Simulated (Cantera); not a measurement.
Feed: 1 mol Si, 1.5 mol CO₂, 2 mol N₂, at 1.10 bar.

Method: chemical equilibrium by Gibbs-energy minimisation in Cantera with the NASA 1993 tables (ideal gas, pure condensed phases). Candidate condensed phases: C, Si, SiC, SiO₂, Si₂N₂O, Si₃N₄; 34 gas species. Mutual solubility and eutectic melting of coexisting phases are not modelled. The tables hold silica as quartz up to 1696 K and as liquid above; real silica turns to tridymite and cristobalite and melts near 1996 K. Equilibrium is a limit: real reactors are often held back by kinetics, nucleation or transport.

**Question.** At 1523 K, list the 3 most abundant gas species with their mole fractions, and the condensed phases.

**Answer.** N₂ 0.569, CO 0.431, CO₂ 0.000111. Condensed: C(graphite) + SiO₂(β-quartz) + Si₂N₂O(s).
